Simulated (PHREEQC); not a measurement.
Consider water at 25 °C with 1.7 mmol/kgw TMAH, 0.015 mmol/kgw H4SiO4 and 0.073 mmol/kgw CO2. Closed to the air; pH follows from the charge balance.

All values are PHREEQC results (ion-association model, wateq4f.dat), not measurements.

Precipitation was switched off in this run.

### Question
Order these Si species by the share of Si that they hold, largest first: H3SiO4-, H4SiO4, H2SiO4-2.

### Answer
H3SiO4- (95 %), H4SiO4 (4.2 %), H2SiO4-2 (1.1 %)

The pH is 11.17 and the ionic strength 0.00177 mol/kgw. (CH3)4N+ isn't in the database: it is added as a free cation with an ion size of 4 Å.
